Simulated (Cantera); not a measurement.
A perfectly stirred reactor is fed with 2.67 % C2H4, 19.6 % O2, 73.5 % N2, 4.28 % H2O, equivalence ratio 0.41, at 1.10 bar; it is adiabatic with a 550 K inlet, and is followed from long to short residence time, starting on the burning branch (τ in s: 0.14, 0.07, 0.036, 0.018, 0.0091, 0.0046, 0.0023, 0.0012, 0.00059, 0.0003, 0.00015, 7.7e-05).

Cantera simulation using GRI-Mech 3.0 (53 species, 325 reactions); the numbers are that mechanism's predictions, not measurements. GRI-Mech 3.0 was tuned for natural gas; its chemistry of ethylene as a main component is partial and can be far from experiment.

x: mole fraction; the columns are a selection and need not sum to one.

| τ (s) | T (K) | x C2H4 | x O2 | x H2O | x CO | x CH2 |
|---|---|---|---|---|---|---|
| 0.14 | 1553 | 7.97e-6 | 0.115 | 0.0959 | 0.000266 | 3.33e-9 |
| 0.070 | 1551 | 1.19e-5 | 0.115 | 0.0958 | 0.000424 | 6.93e-9 |
| 0.036 | 1547 | [?] | 0.116 | 0.0956 | [?] | [?] |
| 0.018 | 1542 | [?] | 0.116 | 0.0954 | [?] | [?] |
| 0.0091 | 1534 | 3.78e-5 | 0.116 | 0.0952 | 0.00168 | 5.72e-8 |
| 0.0046 | 1523 | 5.61e-5 | 0.116 | 0.0948 | 0.00268 | 1.14e-7 |
| 0.0023 | 1504 | 8.61e-5 | 0.117 | 0.0943 | 0.00433 | 2.30e-7 |
| 0.0012 | 1477 | 0.000136 | 0.118 | 0.0937 | 0.00686 | 4.41e-7 |
| 0.00059 | 1430 | 0.000258 | 0.121 | 0.0927 | 0.0116 | 8.87e-7 |
| 0.00030 | 550 | 0.0267 | 0.196 | 0.0428 | <1e-12 | <1e-12 |
| 0.00015 | 550 | 0.0267 | 0.196 | 0.0428 | <1e-12 | <1e-12 |
| 7.7e-5 | 550 | 0.0267 | 0.196 | 0.0428 | <1e-12 | <1e-12 |

### Question
What belongs in the gaps?

### Answer

- 0.036, x C2H4: 1.74e-5
- 0.036, x CO: 0.000664
- 0.036, x CH2: 1.39e-8
- 0.018, x C2H4: 2.57e-5
- 0.018, x CO: 0.00106
- 0.018, x CH2: 2.84e-8
